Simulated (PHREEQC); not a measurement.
Consider water at 25 °C with 5.7e-05 mol CaSO4 and 0.028 mol Na2HPO4 per kg of water. Closed to the air; pH follows from the charge balance.

The numbers come from PHREEQC with the ion-association model, phreeqc.dat.

```json
[
 {"quantity": "pH", "before": "9.20", "after": "8.92"},
 {"quantity": "Ca+2 (mol/kgw)", "before": "3.84e-6", "after": "2.44e-6"},
 {"quantity": "CaOH+ (mol/kgw)", "before": "5.32e-10", "after": "1.10e-10"}
]
```

### Question
Name the change that produced these shifts.
(A) Na2HPO4 from 0.028 to 0.28 mol/kgw
(B) Na2HPO4 from 0.028 to 0.14 mol/kgw
(C) Na2HPO4 left out
(D) diluted 10-fold with water
(E) CaSO4 replaced by Ca(HCO3)2 at the same molality

### Answer
A, Na2HPO4 from 0.028 to 0.28 mol/kgw

Precipitation was switched off in this run. The ionic strength passes 0.7 mol/kgw, the rough limit of the ion-association models, in after. Some of these states are supersaturated (in Hydroxyapatite, for instance).
